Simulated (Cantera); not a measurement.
## Thermodynamics of silicon etching in halogen gases, feed Si + HBr + N2

Feed: 1 mol Si, 1.2 mol HBr, 1.5 mol N2, held at 49.0 Pa.

Equilibrium computed with Cantera from the NASA thermochemical tables; the gas is ideal and each condensed phase is pure. Candidate condensed phases: Br2, Si, Si3N4; 28 gas species. N2 is the only nitrogen source here; it is nearly inert below about 1500 K, so the nitride shown seldom forms there in practice. The tables' values for SiBr3, SiBr are old estimates; treat these amounts as uncertain. The numbers say what is thermodynamically allowed, not how fast it happens.

| T (°C) | x N2 | x HBr | x H2 | x SiBr2 | x Br | x SiBr4 | n Si3N4(s) | n Si(s) |
|---|---|---|---|---|---|---|---|---|
| 775 | 0.436 | 0.463 | 0.0666 | 0.000277 | 0.000721 | 0.0328 | 0.311 | 0 |
| 850 | 0.436 | 0.462 | 0.0663 | 0.00219 | 0.00232 | 0.0308 | 0.311 | 0 |
| 925 | 0.435 | 0.451 | 0.0685 | 0.0122 | 0.00620 | 0.0250 | 0.307 | 0 |
| 1000 | 0.436 | 0.413 | 0.0794 | 0.0429 | 0.0130 | 0.0124 | 0.292 | 0 |
| 1075 | 0.444 | 0.338 | 0.106 | 0.0861 | 0.0206 | 0.00293 | 0.267 | 0 |
| 1150 | 0.454 | 0.251 | 0.141 | 0.124 | 0.0275 | 0.000488 | 0.239 | 0 |
| 1225 | 0.464 | 0.177 | 0.171 | 0.153 | 0.0337 | 7.78e-5 | 0.215 | 0 |
| 1300 | 0.470 | 0.122 | 0.194 | 0.173 | 0.0392 | 1.30e-5 | 0.196 | 0 |
| 1375 | 0.539 | 0.0924 | 0.169 | 0.141 | 0.0546 | 2.73e-6 | 0 | 0.600 |
x: gas mole fraction; n: condensed amount in mol.

From 775 °C to 1300 °C the condensed part is Si3N4(s). At 1375 °C the condensed part is Si(s). The main Si-bearing gas is SiBr4 at 775 °C and SiBr2 at 1375 °C. The share of Si in condensed phases is highest at 775 °C (93.3 %) and lowest at 1300 °C (58.9 %).
